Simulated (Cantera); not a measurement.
An isothermal, constant-pressure homogeneous reactor starts with C₂H₆ : H₂ = 1 : 26 (molar parts), at 1900 K and 14.0 Pa. Integrator tolerance rtol = 1e-08.

Computed with Cantera and GRI-Mech 3.0 (53 species, 325 reactions). GRI-Mech 3.0 stops at C3 and has no aromatics, soot or wall deposition, so with more carbon than oxygen in the feed, carbon stays in small species such as C2H2 where larger ones or solid carbon would form. Radical loss at walls, strong at low pressure, is not modelled.

**Question.** What does this change do: H2 26 to 6.4 parts?

**Answer.** 
| quantity | before | after |
|---|---|---|
| x(C₂H₆) at 200 s | 3.35e-12 (gas-phase equilibrium <1e-12) | <1e-12 (gas-phase equilibrium <1e-12) |
| x(H₂) at 200 s | 0.944 (gas-phase equilibrium 0.902) | 0.861 (gas-phase equilibrium 0.835) |
| x(C₂H) at 200 s | 1.04e-5 (gas-phase equilibrium 3.09e-5) | 5.46e-5 (gas-phase equilibrium 9.94e-5) |
| x(CH₂) at 200 s | 2.71e-7 (gas-phase equilibrium 7.67e-8) | 1.96e-7 (gas-phase equilibrium 1.30e-7) |
| x(CH₄) at 200 s | 2.05e-5 (gas-phase equilibrium 6.27e-7) | 5.05e-6 (gas-phase equilibrium 9.80e-7) |
| x(H) at 200 s | 0.0221 (gas-phase equilibrium 0.0642) | 0.0345 (gas-phase equilibrium 0.0617) |
| x(C₂H₄) at 200 s | 2.23e-7 (gas-phase equilibrium 5.08e-8) | 3.34e-7 (gas-phase equilibrium 1.45e-7) |

**Question.** What does this change do: pressure from 14.0 Pa to 41.0 Pa?

**Answer.** 
```tsv
quantity	before	after
x(C₂H₆) at 200 s	3.35e-12 (gas-phase equilibrium <1e-12)	<1e-12 (gas-phase equilibrium <1e-12)
x(H₂) at 200 s	0.944 (gas-phase equilibrium 0.902)	0.934 (gas-phase equilibrium 0.928)
x(C₂H) at 200 s	1.04e-5 (gas-phase equilibrium 3.09e-5)	1.51e-5 (gas-phase equilibrium 1.81e-5)
x(CH₂) at 200 s	2.71e-7 (gas-phase equilibrium 7.67e-8)	8.75e-8 (gas-phase equilibrium 7.83e-8)
x(CH₄) at 200 s	2.05e-5 (gas-phase equilibrium 6.27e-7)	3.11e-6 (gas-phase equilibrium 1.93e-6)
x(H) at 200 s	0.0221 (gas-phase equilibrium 0.0642)	0.0318 (gas-phase equilibrium 0.0380)
x(C₂H₄) at 200 s	2.23e-7 (gas-phase equilibrium 5.08e-8)	1.91e-7 (gas-phase equilibrium 1.55e-7)
```
